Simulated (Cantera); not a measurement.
Feed: 1 mol Ca(OH)2, 6.5 mol H2, at 0.00100 bar.

Cantera equilibrium calculation (NASA polynomials, part measured and part estimated; ideal gas, pure solids and liquids). Candidate condensed phases: Ca, CaO, Ca(OH)2, H2O; 14 gas species. Kinetics and transport are ignored. All values below are at 748 K.

Base state: H2 0.867, H2O 0.133 (mole fractions); condensed: CaO(s).

Question: What changes in the equilibrium state with this change: Ca(OH)2 replaced by MgSO4?

Answer: 
| species | before | after |
|---|---|---|
| H2O | 0.133 | 0.462 |
| H2 | 0.867 | 0.385 |
| H2S | 0 | 0.154 |
| CaO(s), mol | 1.00 | 0 |
| MgO(s), mol | 0 | 1.00 |
Further candidate phases: H2SO4, Mg, MgO, Mg(OH)2, MgS, MgSO4, S.
